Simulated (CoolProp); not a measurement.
Vapour-liquid equilibrium of ethylene (1) + ethane (2) at -73.95 °C; x and y are mole fractions of (1).

Model: multi-fluid Helmholtz-energy mixture model, Smukala 2000 and Bücker 2006; pair parameters Bell 2016, in CoolProp.

| x | bubble pressure, mixture model (kPa) | bubble pressure, Raoult's law (kPa) | y, mixture model | y, Raoult's law |
|---|---|---|---|---|
| 0.05 | 224.2 | 221.0 | 0.108 | 0.100 |
| 0.15 | 251.0 | 244.2 | 0.278 | 0.271 |
| 0.25 | 275.4 | 267.3 | 0.410 | 0.412 |
| 0.35 | 298.2 | 290.4 | 0.519 | 0.531 |
| 0.45 | 320.2 | 313.5 | 0.614 | 0.633 |
| 0.55 | 341.8 | 336.7 | 0.699 | 0.720 |
| 0.65 | 363.3 | 359.8 | 0.776 | 0.796 |
| 0.75 | 385.0 | 382.9 | 0.847 | 0.863 |
| 0.85 | 407.1 | 406.0 | 0.913 | 0.923 |
| 0.95 | 429.4 | 429.2 | 0.972 | 0.976 |

The largest gap from Raoult's law is +3.0 % in bubble pressure, at x = 0.25. No azeotrope shows between x = 0.05 and 0.95.

Pair parameters are fitted to limited data, so mixtures are less certain than the pure fluids.
